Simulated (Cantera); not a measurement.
Stirred combustor or abatement burner

A perfectly stirred reactor is fed with 9.67 % CH4, 16.2 % O2, 60.6 % N2, 13.5 % CO2, at 5.00 bar; it is adiabatic with a 400 K inlet, and is followed from long to short residence time, starting on the burning branch (τ in s: 0.098, 0.04, 0.016, 0.0067, 0.0027, 0.0011, 0.00046, 0.00019, 7.7e-05, 3.1e-05).

Cantera simulation using GRI-Mech 3.0 (53 species, 325 reactions); the numbers are that mechanism's predictions, not measurements.

| τ (s) | T (K) | x CH4 | x O2 | x CO2 | x NO | x CH3 |
|---|---|---|---|---|---|---|
| 0.098 | 1904 | 0.000113 | 0.000229 | 0.175 | 3.48e-5 | 1.63e-5 |
| 0.040 | 1901 | 0.000172 | 0.000437 | 0.175 | 4.01e-5 | 2.95e-5 |
| 0.016 | 1896 | 0.000259 | 0.000831 | 0.174 | 4.44e-5 | 5.22e-5 |
| 0.0067 | 1887 | 0.000395 | 0.00154 | 0.173 | 4.48e-5 | 8.88e-5 |
| 0.0027 | 1868 | 0.000697 | 0.00312 | 0.172 | 3.65e-5 | 0.000160 |
| 0.0011 | 1816 | 0.00177 | 0.00789 | 0.167 | 1.34e-5 | 0.000323 |
| 0.00046 | 400 | 0.0967 | 0.162 | 0.135 | <1e-12 | <1e-12 |
| 0.00019 | 400 | 0.0967 | 0.162 | 0.135 | <1e-12 | <1e-12 |
| 7.7e-5 | 400 | 0.0967 | 0.162 | 0.135 | <1e-12 | <1e-12 |
| 3.1e-5 | 400 | 0.0967 | 0.162 | 0.135 | <1e-12 | <1e-12 |
x: mole fraction; the columns are a selection and need not sum to one.
